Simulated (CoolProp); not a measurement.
Properties of R245ca along the isobar 0.101 MPa (Tc = 174.4 °C, pc = 3.941 MPa, ω = 0.355).

Values from CoolProp's reference Helmholtz-energy equation of state, Zhou 2016.

| T (°C) | phase | density (kg/m³) | cp (kJ/(kg K)) | cv (kJ/(kg K)) | speed of sound (m/s) | fugacity coefficient |
|---|---|---|---|---|---|---|
| 91.75 | gas | 4.547 | 1.036 | 0.9680 | 152.7 | 0.9816 |
| 100.25 | gas | 4.437 | 1.051 | 0.9831 | 154.6 | 0.9831 |
| 108.75 | gas | 4.333 | 1.065 | 0.9978 | 156.5 | 0.9843 |
| 117.25 | gas | 4.233 | 1.079 | 1.012 | 158.3 | 0.9855 |
| 125.75 | gas | 4.138 | 1.092 | 1.026 | 160.1 | 0.9865 |
| 134.25 | gas | 4.048 | 1.106 | 1.040 | 161.9 | 0.9875 |
| 142.85 | gas | 3.961 | 1.119 | 1.053 | 163.6 | 0.9884 |
| 151.35 | gas | 3.878 | 1.132 | 1.066 | 165.3 | 0.9892 |
| 159.85 | gas | 3.799 | 1.144 | 1.079 | 167.0 | 0.9899 |
| 168.35 | gas | 3.724 | 1.156 | 1.091 | 168.7 | 0.9905 |
| 176.85 | gas | 3.651 | 1.168 | 1.104 | 170.4 | 0.9911 |
